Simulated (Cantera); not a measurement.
**Equilibrium for boron, boron nitride and boron oxide: BF₃ + NH₃ + N₂**

Charge: 1 mol BF₃, a varied amount of NH₃, 140 mol N₂, equilibrated at 0.570 bar.

Equilibrium computed with Cantera from the NASA thermochemical tables; the gas is ideal and each condensed phase is pure. Candidate condensed phases: B, BN; 31 gas species. The tables' values for BF₂ are old estimates. Equilibrium is a limit: real reactors are often held back by kinetics, nucleation or transport.

Problem. Map the stable condensed phases over T = 798, 898, 998, 1098, 1198, 1298, 1398, 1498, 1598, 1698, 1798, 1898, 1998, 2098 K and n(NH₃) in mol = 0.19, 0.32, 0.52, 0.85, 1.4, 2.3, 3.8, 6.2, 10, 17.

Solution. 
```
T in K \ n(NH₃) in mol
         0.19 0.32 0.52 0.85  1.4  2.3  3.8  6.2   10   17
   2098     A    A    A    A    A    A    A    A    A    A
   1998     A    A    A    A    A    A    B    B    B    B
   1898     A    A    A    B    B    B    B    B    B    B
   1798     B    B    B    B    B    B    B    B    B    B
   1698     B    B    B    B    B    B    B    B    B    B
   1598     B    B    B    B    B    B    B    B    B    B
   1498     B    B    B    B    B    B    B    B    B    B
   1398     B    B    B    B    B    B    B    B    B    B
   1298     B    B    B    B    B    B    B    B    B    B
   1198     B    B    B    B    B    B    B    B    B    B
   1098     B    B    B    B    B    B    B    B    B    B
    998     B    B    B    B    B    B    B    B    B    B
    898     B    B    B    B    B    B    B    B    B    B
    798     B    B    B    B    B    B    B    B    B    B
```
A: gas only; B: BN.
